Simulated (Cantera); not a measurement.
Input: 1 mol Si2Cl6, 0.23 mol Cl2, 20 mol H2, 0.00049 mol HF, at 13.3 mbar.

Equilibrium computed with Cantera from the NASA thermochemical tables; the gas is ideal and each condensed phase is pure. Candidate condensed phases: Si; 37 gas species. The feed counts by its element totals alone. Equilibrium is a limit: real reactors are often held back by kinetics, nucleation or transport.

Problem. What share of the Si ends up in condensed phases as a function of T (K), at 1150, 1200, 1250, 1300, 1350, 1400, 1450, 1500, 1550, 1600?

Solution. 
```json
[
 {"T (K)": "1150", "Si condensed (%)": "27.9", "as": "Si(s)"},
 {"T (K)": "1200", "Si condensed (%)": "27.5", "as": "Si(s)"},
 {"T (K)": "1250", "Si condensed (%)": "25.7", "as": "Si(s)"},
 {"T (K)": "1300", "Si condensed (%)": "23.3", "as": "Si(s)"},
 {"T (K)": "1350", "Si condensed (%)": "20.9", "as": "Si(s)"},
 {"T (K)": "1400", "Si condensed (%)": "19.1", "as": "Si(s)"},
 {"T (K)": "1450", "Si condensed (%)": "17.6", "as": "Si(s)"},
 {"T (K)": "1500", "Si condensed (%)": "16.4", "as": "Si(s)"},
 {"T (K)": "1550", "Si condensed (%)": "15.3", "as": "Si(s)"},
 {"T (K)": "1600", "Si condensed (%)": "14.4", "as": "Si(s)"}
]
```
